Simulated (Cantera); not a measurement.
Titanium nitride, carbide and oxide coatings: Ti + CH4 + H2

Charge: 1 mol Ti, 0.3 mol CH4, 50 mol H2, equilibrated at 133 Pa.

Method: chemical equilibrium by Gibbs-energy minimisation in Cantera with the NASA 1993 tables (ideal gas, pure condensed phases). Candidate condensed phases: C, C6H6, C7H8, C8H18, Ti, TiC; 77 gas species. Mutual solubility and eutectic melting of coexisting phases are not modelled. TiC: taken at fixed stoichiometry. Condensed phases not in the tables: N, O or C dissolved in the metal. The numbers say what is thermodynamically allowed, not how fast it happens.

```tsv
T (K)	x H2	x H	x Ti	x C2H2 (acetylene)	x C	x CH3	n Ti(α)	n TiC(s)	n Ti(β)
1073	1.00	3.84e-7	<1e-12	<1e-12	<1e-12	<1e-12	0.700	0.300	0
1273	1.000	1.95e-5	1.11e-9	<1e-12	<1e-12	<1e-12	0	0.300	0.700
1473	1.000	0.000346	4.11e-7	<1e-12	<1e-12	<1e-12	0	0.300	0.700
1673	0.997	0.00311	3.62e-5	<1e-12	<1e-12	<1e-12	0	0.300	0.698
1873	0.981	0.0175	0.00120	<1e-12	<1e-12	9.66e-12	0	0.300	0.639
2073	0.918	0.0690	0.0132	3.23e-11	1.77e-11	9.87e-11	0	0.300	0
2273	0.784	0.204	0.0123	6.90e-8	1.94e-8	4.39e-9	0	0.300	0
```
x: gas mole fraction; n: condensed amount in mol.

At 1073 K the condensed part is Ti(α) + TiC(s). From 1273 K to 1873 K the condensed part is Ti(β) + TiC(s). From 2073 K to 2273 K the condensed part is TiC(s).
